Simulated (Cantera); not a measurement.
Input: 1 mol CH3OH, 0.072 mol CO2, equilibrated at 1900 K and 100 Torr.

These are equilibrium values from Cantera (NASA tables, ideal gas, pure condensed phases), not measurements of a reactor. Candidate condensed phases: C, C6H6, C7H8, C8H18, H2O; 110 gas species. The numbers say what is thermodynamically allowed, not how fast it happens.

Base state: H2 0.629, CO 0.346, H2O 0.0207, CO2 0.00271, H 0.00172 (mole fractions); condensed: gas only.

Q: What changes in the equilibrium state with this change: CO2 from 0.072 to 2 mol?

A: 
| species | before | after |
|---|---|---|
| CO | 0.346 | 0.441 |
| H2O | 0.0207 | 0.241 |
| CO2 | 0.00271 | 0.159 |
| H2 | 0.629 | 0.159 |
| OH | 4.66e-6 | 0.000108 |
| H | 0.00172 | 0.000865 |
